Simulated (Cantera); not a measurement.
Feed: 1 mol Pb, 12 mol CO, held at 7.50 Torr.

Cantera equilibrium calculation (NASA polynomials, part measured and part estimated; ideal gas, pure solids and liquids). Candidate condensed phases: C, Pb, PbO, PbO2, Pb3O4; 15 gas species. The numbers say what is thermodynamically allowed, not how fast it happens.

x: gas mole fraction; n: condensed amount in mol.

| T (°C) | x CO | x CO2 | x Pb | x Pb2 | x C3 | n C(graphite) | n Pb(l) |
|---|---|---|---|---|---|---|---|
| 500 | 0.467 | 0.533 | 2.31e-6 | <1e-12 | <1e-12 | 4.17 | 1.000 |
| 600 | (withheld) | (withheld) | (withheld) | (withheld) | <1e-12 | (withheld) | 0.999 |
| 700 | 0.989 | 0.00982 | 0.000875 | 1.82e-9 | <1e-12 | 0.117 | 0.990 |
| 800 | 0.991 | (withheld) | (withheld) | (withheld) | <1e-12 | (withheld) | (withheld) |
| 900 | 0.958 | 0.000256 | 0.0422 | 1.19e-6 | <1e-12 | 0.00320 | 0.472 |
| 1000 | 0.923 | 6.12e-5 | 0.0769 | 2.42e-6 | <1e-12 | 0 | 0 |
| 1100 | 0.923 | 1.94e-5 | 0.0769 | 1.59e-6 | <1e-12 | 0 | 0 |
| 1200 | 0.923 | 7.21e-6 | 0.0769 | 1.11e-6 | <1e-12 | 0 | 0 |
| 1300 | 0.923 | 3.06e-6 | 0.0769 | 8.03e-7 | <1e-12 | 0 | 0 |
| 1400 | 0.923 | 1.45e-6 | 0.0769 | 6.05e-7 | <1e-12 | 0 | 0 |
| 1500 | 0.923 | 7.50e-7 | 0.0769 | 4.70e-7 | 4.95e-12 | 0 | 0 |
| 1600 | 0.923 | 4.18e-7 | 0.0769 | 3.74e-7 | 9.76e-11 | 0 | 0 |
| 1700 | 0.923 | 2.48e-7 | 0.0769 | 3.04e-7 | 1.41e-9 | 0 | 0 |
| 1800 | 0.923 | 1.56e-7 | 0.0769 | 2.51e-7 | 1.57e-8 | 0 | 0 |

What belongs in the gaps?


- 800, x CO2: 0.00138
- 800, x Pb: 0.00731
- 800, x Pb2: 6.34e-8
- 800, n C(graphite): 0.0167
- 800, n Pb(l): 0.912
- 600, x CO: 0.907
- 600, x CO2: 0.0933
- 600, x Pb: 6.36e-5
- 600, x Pb2: 2.25e-11
- 600, n C(graphite): 1.02
